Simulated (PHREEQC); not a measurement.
**Brine: speciation**

Consider water at 25 °C and 300 atm with 0.28 mol/kgw Na2SO4 and 0.00038 mol/kgw H4SiO4. Closed to the air; pH follows from the charge balance.

Computed with PHREEQC (Pitzer model, pitzer.dat).

```yaml
pH: 6.78
ionic_strength: 0.840 mol/kgw
activity_of_water: 0.989
density: 1.044 g/cm³
osmotic_coefficient: 0.731
```

| species | molality | activity | log γ |
|---|---|---|---|
| Na+ | 0.560 | 0.317 | -0.248 |
| SO4-2 | 0.280 | 0.0324 | -0.937 |
| H4SiO4 | 0.000379 | 0.000385 | 0.007 |
| H3SiO4- | 8.88e-7 | 4.48e-7 | -0.297 |
| HSO4- | 6.75e-7 | 4.14e-7 | -0.213 |
| H+ | 3.37e-7 | 1.68e-7 | -0.303 |
| OH- | 1.25e-7 | 7.55e-8 | -0.218 |

This is a speciation only: nothing precipitates in the calculation. Species that the database lacks are ignored. Under pressure, the constants of complexes without a molar volume in the database are unreliable.
